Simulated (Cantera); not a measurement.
Calcination and drying: MgSO4 + H2O + CO2

Feed: 1 mol MgSO4, 8.2 mol H2O, 0.028 mol CO2, held at 375 °C and 750 Torr.

Equilibrium computed with Cantera from the NASA thermochemical tables; the gas is ideal and each condensed phase is pure. Candidate condensed phases: C, C6H6, C7H8, C8H18, H2O, H2SO4, Mg, MgCO3, MgO, Mg(OH)2, MgS, MgSO4, S; 130 gas species. Rates play no part.

```yaml
x(H2O): 0.997
x(CO2): 0.00340
n(MgSO4(s)): 1.00 mol
gas_amount: 8.228 mol
log10 activity of MgCO3(s) (absent): -2.10
log10 activity of H2SO4(l) (absent): -13.32
log10 activity of C(graphite) (absent): -23.29
```
